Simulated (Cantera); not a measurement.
What does this Cantera script print?

```python
import numpy as np
import cantera as ct

gas_names = """
    CL CL2 Fe FeCL FeCL2 FeCL3 Fe2CL4 Fe2CL6 H HCL H2
""".split()
cond_names = """
    Fe(a) Fe(c) Fe(d) Fe(L) FeCL2(s) FeCL2(L) FeCL3(s) FeCL3(L)
""".split()


# ... load() reads the species with a 1 bar reference pressure and builds the phases ...
atoms = {
    'FeCl2': {'Fe': 1, 'CL': 2},
    'HCl': {'H': 1, 'CL': 1},
    'H2': {'H': 2},
}
top_T = {}  # K; cautious upper limits of use, not melting points


# ... equilibrate(T, P, feed) seeds the gas with the atoms and calls Mixture.equilibrate('TP', solver="vcs", rtol=1e-11, max_steps=5000) ...
results = []
T = 1098.15  # K
P = 19  # Pa
for m in [15, 23, 36, 57, 90, 140, 220]:
    feed = {'FeCl2': 1, 'HCl': 4.9, 'H2': m}  # mol
    mix = equilibrate(T, P, feed)
    results.append((T, P, feed, dict(zip(mix.species_names, mix.species_moles))))

top = {s: max(r[3][s] / sum(r[3][g] for g in gas_names) for r in results) for s in gas_names}
cols = sorted((s for s in top if top[s] > 0.001), key=lambda s: -top[s])[:8]
seen = [c for c in cond_names if any(r[3].get(c, 0) > 1e-12 for r in results)]
print("log10 of partial pressures in bar; condensed amounts in mol")
print(f"{'n(H2)':>10s}" + "".join(f"{s[:9]:>10s}" for s in cols + seen))
for T, P, feed, n in results:
    ng = sum(n[g] for g in gas_names)
    print(f"{feed['H2']:10.4g}" + "".join(f"{np.log10(max(n[s] / ng * P / 1e5, 1e-99)):10.3f}" for s in cols)
          + "".join(f"{n.get(c, 0):10.4g}" for c in seen))
```

It prints:

```
log10 of partial pressures in bar; condensed amounts in mol
     n(H2)        H2       HCL     FeCL2     Fe(a)
        15    -3.877    -4.285    -5.266    0.4039
        23    -3.831    -4.402    -5.545    0.5667
        36    -3.796    -4.544    -5.866    0.6998
        57    -3.770    -4.707    -6.217    0.7993
        90    -3.753    -4.881    -6.583    0.8681
       140    -3.742    -5.058    -6.946    0.9131
       220    -3.735    -5.243    -7.326    0.9438
```

Equilibrium computed with Cantera from the NASA thermochemical tables; the gas is ideal and each condensed phase is pure.
